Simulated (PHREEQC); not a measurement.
Synthetic water in mg/kgw, 25 °C, pH 2.82, pe 10:

```csv
constituent,mg/kgw
Na,1730
K,352
Ca,21.2
Mg,263
Cl,240
S(6) as SO4,5140
F,0.81
Cu(2),106
Zn,15.3
Fe(3),16.7
```

Valence states are taken as typed.

The numbers come from PHREEQC with the ion-association model, wateq4f.dat.

This is a speciation only: nothing precipitates in the calculation.

Question: What ionic strength does the model give?

Answer: ionic strength 0.138 mol/kgw.

Question: In which forms is S present?

Answer: SO4-2 72 %, MgSO4 11 %, NaSO4- 8.5 %, HSO4- 4.7 %, CuSO4 1.5 %, KSO4- 1.3 % of the S.

Examples of supersaturated solids here: Jarosite-K, Hematite (slow to form). Others may be too. Fluoro complexes past AlF4- and FeF3 are missing from the database.
